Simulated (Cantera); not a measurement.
Feed: 1 mol SiHCl3, 0.51 mol HCl, 110 mol N2, held at 1375 K and 100000 Pa.

Cantera equilibrium calculation (NASA polynomials, part measured and part estimated; ideal gas, pure solids and liquids). Candidate condensed phases: NH4Cl, Si, Si3N4; 28 gas species. N2 is the only nitrogen source here; it is nearly inert below about 1500 K, so the nitride shown seldom forms there in practice. The tables' values for SiCl3 are old estimates; treat these amounts as uncertain. Rates play no part.

Base state: N2 0.982, HCl 0.0121, SiCl4 0.00449, H2 0.000708, SiCl3 0.000358, SiCl2 0.000131, SiHCl3 1.68e-5 (mole fractions); condensed: Si3N4(s).

**Question.** What changes in the equilibrium state with this change: pressure from 100000 Pa to 2200 Pa?

**Answer.** 
```
species          before    after
-------------  --------  -------
N2                0.982    0.981
HCl              0.0121   0.0124
SiCl4           0.00449  0.00263
SiCl2          0.000131  0.00242
Cl              1.29e-6  1.04e-5
SiCl3          0.000358  0.00118
SiHCl3          1.68e-5  7.00e-6
Si3N4(s), mol     0.147    0.101
```
